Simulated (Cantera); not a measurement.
Feed: 1 mol SO2, 2.3 mol H2, held at 2075 K and 0.00130 bar.

Method: chemical equilibrium by Gibbs-energy minimisation in Cantera with the NASA 1993 tables (ideal gas, pure condensed phases). Candidate condensed phases: H2O, H2SO4, S; 19 gas species. Rates play no part.

Base state: H2 0.394, H2O 0.279, SO2 0.117, SO 0.0947, H 0.0464, S2 0.0297, S 0.0244, SH 0.00908 (mole fractions); condensed: gas only.

### Question
What changes in the equilibrium state with this change: H2 from 2.3 to 0.37 mol?

### Answer
```csv
species,before,after
SO2,0.117,0.562
H2O,0.279,0.178
SO,0.0947,0.138
H2,0.394,0.0761
S2,0.0297,0.00576
H,0.0464,0.0204
S,0.0244,0.0108
H2S,0.00119,0.000101
O2,9.58e-5,0.00104
SH,0.00908,0.00176
O,0.000316,0.00104
S2O,0.000211,0.000136
```

### Question
What changes in the equilibrium state with this change: H2 from 2.3 to 0.11 mol?

### Answer
| species | before | after |
|---|---|---|
| SO2 | 0.117 | 0.798 |
| SO | 0.0947 | 0.0864 |
| H2O | 0.279 | 0.0761 |
| H2 | 0.394 | 0.0144 |
| S2 | 0.0297 | 0.000441 |
| S | 0.0244 | 0.00297 |
| H | 0.0464 | 0.00885 |
| H2S | 0.00119 | 5.27e-6 |
| O2 | 9.58e-5 | 0.00536 |
| SH | 0.00908 | 0.000211 |
